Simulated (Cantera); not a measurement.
Cantera run:

```python
import numpy as np
import cantera as ct

gas_names = """
    C CN CO CO2 C2 CCN CNC C2N2 C2O C3 C3O2 C4 C4N2 C5 N NCO NO NO2 NO3 N2 N2O O O2 O3 Si SiC SiC2 SiN
    SiO SiO2 Si2 Si2C Si2N Si3
""".split()
cond_names = """
    C(gr) Si(cr) Si(L) SiC(b) SiO2(Lqz) SiO2(hqz) SiO2(L) Si2N2O(s) Si3N4(a)
""".split()


# ... load() reads the species with a 1 bar reference pressure and builds the phases ...
atoms = {
    'Si': {'Si': 1},
    'CO': {'C': 1, 'O': 1},
    'N2': {'N': 2},
}
top_T = {'C(gr)': 4500, 'SiC(b)': 3050, 'Si2N2O(s)': 2100, 'Si3N4(a)': 2400}  # K; cautious upper limits of use, not melting points


# ... equilibrate(T, P, feed) seeds the gas with the atoms and calls Mixture.equilibrate('TP', solver="vcs", rtol=1e-11, max_steps=5000) ...
results = []
feed = {'Si': 1, 'CO': 4.3, 'N2': 1.9}  # mol
P = 550  # Pa
for T in [1175, 1250, 1325, 1400, 1475, 1550, 1625, 1700, 1775, 1850, 1925]:
    mix = equilibrate(T, P, feed)
    results.append((T, P, feed, dict(zip(mix.species_names, mix.species_moles))))
    x = sorted(zip(gas.X, gas.species_names), reverse=True)
    print(f"T = {T:g} K  P = {P:g} Pa  gas = {mix.phase_moles(0):.4g} mol")
    print("   x: " + "  ".join(f"{s} {v:.3e}" for v, s in x if v > 0.001))
    print("   condensed (mol): " + ("  ".join(f"{mix.phase(i).name} {mix.phase_moles(i):.4g}"
          for i in range(1, mix.n_phases) if mix.phase_moles(i) > 1e-12) or "none"))
```

Result:

```
T = 1175 K  P = 550 Pa  gas = 4.2 mol
   x: CO 5.476e-01  N2 4.524e-01
   condensed (mol): C(gr) 2  SiO2(hqz) 1
T = 1250 K  P = 550 Pa  gas = 4.56 mol
   x: CO 6.229e-01  N2 3.771e-01
   condensed (mol): C(gr) 1.459  SiO2(hqz) 0.6396  Si2N2O(s) 0.1802
T = 1325 K  P = 550 Pa  gas = 5.2 mol
   x: CO 7.307e-01  N2 2.692e-01
   condensed (mol): C(gr) 0.5001  Si2N2O(s) 0.5
T = 1400 K  P = 550 Pa  gas = 5.2 mol
   x: CO 7.306e-01  N2 2.693e-01
   condensed (mol): C(gr) 0.5003  Si2N2O(s) 0.4998
T = 1475 K  P = 550 Pa  gas = 5.203 mol
   x: CO 7.301e-01  N2 2.694e-01
   condensed (mol): C(gr) 0.5015  Si2N2O(s) 0.4985
T = 1550 K  P = 550 Pa  gas = 5.558 mol
   x: CO 7.126e-01  N2 2.841e-01  SiO 3.283e-03
   condensed (mol): SiC(b) 0.3394  Si2N2O(s) 0.3212
T = 1625 K  P = 550 Pa  gas = 5.693 mol
   x: CO 6.898e-01  N2 2.892e-01  SiO 2.098e-02
   condensed (mol): SiC(b) 0.3731  Si2N2O(s) 0.2537
T = 1700 K  P = 550 Pa  gas = 6.2 mol
   x: CO 6.129e-01  N2 3.064e-01  SiO 8.064e-02
   condensed (mol): SiC(b) 0.5
T = 1775 K  P = 550 Pa  gas = 6.2 mol
   x: CO 6.129e-01  N2 3.064e-01  SiO 8.062e-02
   condensed (mol): SiC(b) 0.4999
T = 1850 K  P = 550 Pa  gas = 6.201 mol
   x: CO 6.129e-01  N2 3.064e-01  SiO 8.055e-02
   condensed (mol): SiC(b) 0.4995
T = 1925 K  P = 550 Pa  gas = 6.203 mol
   x: CO 6.128e-01  N2 3.063e-01  SiO 8.032e-02
   condensed (mol): SiC(b) 0.4982
```

Method: chemical equilibrium by Gibbs-energy minimisation in Cantera with the NASA 1993 tables (ideal gas, pure condensed phases). N2 is the only nitrogen source here; it is nearly inert below about 1500 K, so the nitride shown seldom forms there in practice. Mutual solubility and eutectic melting of coexisting phases are not modelled. The tables hold silica as quartz up to 1696 K and as liquid above; real silica turns to tridymite and cristobalite and melts near 1996 K.
